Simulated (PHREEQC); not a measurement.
**Spent oxide etchant**

A solution holds 0.0038 mol/kgw NH4HF2, 0.0061 mol/kgw H2SiF6 and 7.6e-05 mol/kgw H3BO3, at 88 °C. Closed to the air; pH follows from the charge balance.

All values are PHREEQC results (ion-association model, wateq4f.dat), not measurements.

Each row changes one thing in this solution. No solid was allowed to form.

```json
[
 {"case": "as made", "pH": "2.33", "ionic strength (mol/kgw)": "0.0131", "HF (mol/kgw)": "0.0187", "SiF6-2 (mol/kgw)": "0.00402", "H4SiO4 (mol/kgw)": "0.00208", "F- (mol/kgw)": "0.000868", "SI of Chalcedony (SiO2)": "+0.27"},
 {"case": "diluted 10-fold with water", "pH": "3.19", "ionic strength (mol/kgw)": "0.00105", "HF (mol/kgw)": "0.00334", "SiF6-2 (mol/kgw)": "1.44e-6", "H4SiO4 (mol/kgw)": "0.000609", "F- (mol/kgw)": "?", "SI of Chalcedony (SiO2)": "-0.27"},
 {"case": "H2SiF6 from 0.0061 to 0.061 mol/kgw", "pH": "1.09", "ionic strength (mol/kgw)": "0.161", "HF (mol/kgw)": "0.0507", "SiF6-2 (mol/kgw)": "0.0535", "H4SiO4 (mol/kgw)": "0.00746", "F- (mol/kgw)": "0.000177", "SI of Chalcedony (SiO2)": "+0.84"},
 {"case": "diluted 5-fold with water", "pH": "3.04", "ionic strength (mol/kgw)": "0.00180", "HF (mol/kgw)": "0.00669", "SiF6-2 (mol/kgw)": "9.08e-5", "H4SiO4 (mol/kgw)": "0.00113", "F- (mol/kgw)": "0.00148", "SI of Chalcedony (SiO2)": "+0.00"},
 {"case": "NH4HF2 left out", "pH": "2.23", "ionic strength (mol/kgw)": "0.00949", "HF (mol/kgw)": "?", "SiF6-2 (mol/kgw)": "0.00291", "H4SiO4 (mol/kgw)": "0.00319", "F- (mol/kgw)": "0.000648", "SI of Chalcedony (SiO2)": "+0.45"},
 {"case": "0.00088 mol/kgw Na2SO4 added", "pH": "2.36", "ionic strength (mol/kgw)": "0.0149", "HF (mol/kgw)": "0.0182", "SiF6-2 (mol/kgw)": "0.00409", "H4SiO4 (mol/kgw)": "0.00201", "F- (mol/kgw)": "0.000920", "SI of Chalcedony (SiO2)": "+0.25"},
 {"case": "H3BO3 from 7.6e-05 to 0.00076 mol/kgw", "pH": "2.33", "ionic strength (mol/kgw)": "0.0128", "HF (mol/kgw)": "0.0181", "SiF6-2 (mol/kgw)": "0.00377", "H4SiO4 (mol/kgw)": "0.00233", "F- (mol/kgw)": "?", "SI of Chalcedony (SiO2)": "+0.32"},
 {"case": "H3BO3 left out", "pH": "2.33", "ionic strength (mol/kgw)": "0.0131", "HF (mol/kgw)": "0.0187", "SiF6-2 (mol/kgw)": "0.00405", "H4SiO4 (mol/kgw)": "0.00205", "F- (mol/kgw)": "0.000871", "SI of Chalcedony (SiO2)": "+0.26"},
 {"case": "NH4HF2 replaced by NH4F at the same molality", "pH": "?", "ionic strength (mol/kgw)": "0.0120", "HF (mol/kgw)": "0.0171", "SiF6-2 (mol/kgw)": "0.00365", "H4SiO4 (mol/kgw)": "?", "F- (mol/kgw)": "0.000911", "SI of Chalcedony (SiO2)": "+0.34"}
]
```

Complete the blanks.


- diluted 10-fold with water, F- (mol/kgw): 0.00103
- NH4HF2 left out, HF (mol/kgw): 0.0180
- H3BO3 from 7.6e-05 to 0.00076 mol/kgw, F- (mol/kgw): 0.000840
- NH4HF2 replaced by NH4F at the same molality, pH: 2.39
- NH4HF2 replaced by NH4F at the same molality, H4SiO4 (mol/kgw): 0.00245

Complexes and solids missing from the database can't appear. Some of these states are supersaturated (in Quartz (slow to form), Chalcedony (slow to form), SiO2(a), for instance). Constants without temperature data keep their 25 °C values here. SiF6-2 is the database's only silicon fluoride. Real BF4- forms and hydrolyses slowly; the run takes it at equilibrium.
